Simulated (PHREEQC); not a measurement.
Solution (25 °C): 0.015 mol/kgw NH4Cl, 9e-05 mol/kgw NaOH and 0.031 mol/kgw LiCl. Closed to the air; pH follows from the charge balance.

The numbers come from PHREEQC with the ion-association model, phreeqc.dat.

Each row changes one thing in this solution. This is a speciation only: nothing precipitates in the calculation.

```csv
case,pH,NH3 (mol/kgw)
as made,7.12,8.99e-5
diluted 2-fold with water,7.10,4.49e-5
NaOH left out,5.62,2.82e-6
LiCl from 0.031 to 0.31 mol/kgw,7.25,8.98e-5
temperature from 25 to 10 °C,7.61,8.99e-5
```

Species that the database lacks are ignored. Away from 25 °C the constants follow the database's enthalpies or fits; those with neither stay at their 25 °C values.
